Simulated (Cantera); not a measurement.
A Cantera script and what it prints.

```python
import numpy as np
import cantera as ct

gas_names = [...]  # 113 gases of nasa_gas.yaml made of C, H, O, Ta
cond_names = """
    C(gr) C6H6(L) C7H8(L) C8H18(L),n-octa H2O(s) H2O(L) Ta(cr) Ta(L) TaC(s) TaC(L) Ta2O5(s) Ta2O5(L)
""".split()


# ... load() reads the species with a 1 bar reference pressure and builds the phases ...
atoms = {
    'Ta(OEt)5': {'Ta': 1, 'C': 10, 'H': 25, 'O': 5},
    'CH4': {'C': 1, 'H': 4},
}
top_T = {'C(gr)': 4500}  # K; cautious upper limits of use, not melting points


# ... equilibrate(T, P, feed) seeds the gas with the atoms and calls Mixture.equilibrate('TP', solver="vcs", rtol=1e-11, max_steps=5000) ...
results = []
feed = {'Ta(OEt)5': 1, 'CH4': 0.18}  # mol
P = 20  # Pa
for T in [1623, 1673, 1723, 1773, 1823, 1873, 1923, 1973, 2023, 2073, 2123, 2173]:
    mix = equilibrate(T, P, feed)
    results.append((T, P, feed, dict(zip(mix.species_names, mix.species_moles))))

top = {s: max(r[3][s] / sum(r[3][g] for g in gas_names) for r in results) for s in gas_names}
cols = sorted((s for s in top if top[s] > 1e-05), key=lambda s: -top[s])[:5]
seen = [c for c in cond_names if any(r[3].get(c, 0) > 1e-12 for r in results)]
print("log10 of partial pressures in bar; condensed amounts in mol")
print(f"{'T/K':>10s}" + "".join(f"{s[:9]:>10s}" for s in cols + seen))
for T, P, feed, n in results:
    ng = sum(n[g] for g in gas_names)
    print(f"{T:10.4g}" + "".join(f"{np.log10(max(n[s] / ng * P / 1e5, 1e-99)):10.3f}" for s in cols)
          + "".join(f"{n.get(c, 0):10.4g}" for c in seen))
```

Result:

```
log10 of partial pressures in bar; condensed amounts in mol
       T/K        H2        CO         H C2H2,acet       C2H     C(gr)    TaC(s)
      1623    -3.844    -4.253    -6.082    -8.302   -12.960     4.179         1
      1673    -3.845    -4.253    -5.866    -8.089   -12.420     4.179         1
      1723    -3.847    -4.254    -5.663    -7.891   -11.912     4.178         1
      1773    -3.851    -4.256    -5.471    -7.704   -11.433     4.176         1
      1823    -3.855    -4.257    -5.291    -7.530   -10.981     4.175         1
      1873    -3.862    -4.260    -5.121    -7.368   -10.555     4.172         1
      1923    -3.871    -4.264    -4.961    -7.217   -10.153     4.169         1
      1973    -3.884    -4.269    -4.812    -7.077    -9.773     4.164         1
      2023    -3.901    -4.276    -4.672    -6.950    -9.415     4.159         1
      2073    -3.924    -4.284    -4.542    -6.835    -9.077     4.152         1
      2123    -3.954    -4.295    -4.422    -6.734    -8.760     4.143         1
      2173    -3.992    -4.308    -4.312    -6.648    -8.462     4.133         1
```

Cantera equilibrium calculation (NASA polynomials, part measured and part estimated; ideal gas, pure solids and liquids). The feed counts by its element totals alone. TaC: taken at fixed stoichiometry. Condensed phases not in the tables: Ta2C.
